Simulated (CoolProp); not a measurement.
Vapour-liquid equilibrium of R22 (1) + cyclohexane (2) at 322.6 K; x and y are mole fractions of (1).

The numbers come from the multi-fluid Helmholtz-energy mixture model, Kamei 1995 and Zhou 2014; pair parameters Bell 2016 in CoolProp.

Problem. Give the bubble pressure and the first vapour's composition at x = 0.35, 0.65, 0.75. Is there an azeotrope?

Solution. x = 0.35: 0.9655 MPa, y = 0.962; x = 0.65: 1.346 MPa, y = 0.976; x = 0.75: 1.469 MPa, y = 0.981. No azeotrope shows between x = 0.05 and 0.95.

The pair parameters rest on a limited set of measurements; away from them the model extrapolates. The gap from Raoult's law changes sign with composition, which may be real or a fault of the pair parameters; it wasn't checked against measurements. With so large a gap from Raoult's law the liquid may split in two, which this calculation doesn't test in full.
